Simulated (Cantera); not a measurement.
A closed system holds: 1 mol Si3N4, 0.0024 mol H2O, 370 mol H2, equilibrated at 1177 °C and 8.40 mbar.

Cantera equilibrium calculation (NASA polynomials, part measured and part estimated; ideal gas, pure solids and liquids). Candidate condensed phases: H2O, Si, SiO2, Si2N2O, Si3N4; 35 gas species. Mutual solubility and eutectic melting of coexisting phases are not modelled. Rates play no part.

Base state: H2 0.998, N2 0.00204, H 0.000103 (mole fractions); condensed: Si(s) + Si3N4(s).

What changes in the equilibrium state with this change: temperature from 1177 °C to 1575 °C?


```json
[
 {"species": "H2", "before": "0.998", "after": "0.988"},
 {"species": "H", "before": "0.000103", "after": "0.00575"},
 {"species": "N2", "before": "0.00204", "after": "0.00535"},
 {"species": "Si", "before": "3.66e-7", "after": "0.000747"},
 {"species": "SiH", "before": "1.33e-7", "after": "6.78e-5"},
 {"species": "SiH2", "before": "7.68e-7", "after": "4.11e-5"},
 {"species": "Si(s), mol", "before": "1.13", "after": "0"},
 {"species": "Si3N4(s), mol", "before": "0.622", "after": "0"},
 {"species": "Si(l), mol", "before": "0", "after": "2.67"}
]
```
Gases not in the tables: Si2H6 and higher silanes.
